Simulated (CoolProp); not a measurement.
Vapour-liquid equilibrium of CHF3 (R23) (1) + R22 (2) at 0.00472 MPa; x and y are mole fractions of (1).

Model: multi-fluid Helmholtz-energy mixture model, Penoncello 2003 and Kamei 1995; pair parameters Bell 2016, in CoolProp.

| x | bubble temperature (°C) | y at the bubble point | dew temperature at overall composition x (°C) | liquid density (mol/L) |
|---|---|---|---|---|
| 0.05 | -98.6 | ? | -90.8 | 18.28 |
| 0.15 | ? | 0.821 | -92.1 | 18.86 |
| 0.25 | -111.8 | 0.901 | -93.5 | 19.34 |
| 0.35 | ? | 0.935 | -95.0 | 19.78 |
| 0.45 | -116.5 | 0.954 | ? | 20.21 |
| 0.55 | -117.9 | 0.966 | -98.9 | 20.64 |
| 0.65 | -119.1 | 0.975 | -101.3 | 21.07 |
| 0.75 | -120.0 | 0.982 | -104.4 | 21.52 |
| 0.85 | -120.9 | ? | ? | 21.98 |
| 0.95 | -121.8 | 0.996 | -116.1 | 22.47 |

**Question.** Fill in the missing entries.

**Answer.** 
- 0.05, y at the bubble point: 0.537
- 0.15, bubble temperature (°C): -107.3
- 0.35, bubble temperature (°C): -114.6
- 0.45, dew temperature at overall composition x (°C): -96.8
- 0.85, y at the bubble point: 0.989
- 0.85, dew temperature at overall composition x (°C): -108.7

No azeotrope shows between x = 0.05 and 0.95.

Pair parameters are fitted to limited data, so mixtures are less certain than the pure fluids.
